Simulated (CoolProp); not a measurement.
Model: reference Helmholtz-energy equation of state, Wu 2011, in CoolProp.

Q: Give the vapour pressure (kPa), vapour density (kg/m³), enthalpy of vaporisation (kJ/kg) of saturated dimethyl ether at -22.95 °C.

A: 
```csv
T (°C),p (kPa),vapour density (kg/m³),enthalpy of vaporisation (kJ/kg)
-22.95,110,2.53,463
```
